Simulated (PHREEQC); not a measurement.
A PHREEQC input (ion-association model, phreeqc.dat):

```
SOLUTION 1
  temp 25
  units mg/kgw
  pH 6.38
  pe 10.1
  Na 141
  K 3.93
  Ca 99.7
  Mg 44.1
  Cl 190
  SO4 124 as SO4
  Alkalinity 448 as HCO3
  Ba 2.75
  Zn 25.2
END
USE solution 1
EQUILIBRIUM_PHASES 1
  Quartz 0 0.5
  Gypsum 0 0
  CO2(g) -2.5 10
END
```

The run finishes with these warnings:
```
WARNING: Could not find element in database, SO4.
	Concentration is set to zero.
WARNING: Element S is contained in Gypsum (which has 0.0 mass),
```

Its last state differs from that of the intended input:

```csv
quantity,as run,intended
ionic strength (mol/kgw),0.0174,0.0190
Ba+2 (mol/kgw),1.92e-5,1.65e-5
BaHCO3+ (mol/kgw),6.50e-7,5.52e-7
BaCO3 (mol/kgw),1.57e-7,1.33e-7
BaOH+ (mol/kgw),4.79e-11,4.06e-11
SI of Zn(OH)2(e) (Zn(OH)2),+0.04,+0.03
```

The fault: SO4 typed in place of S(6). The line should read `S(6) 124` where the input has `SO4 124`.
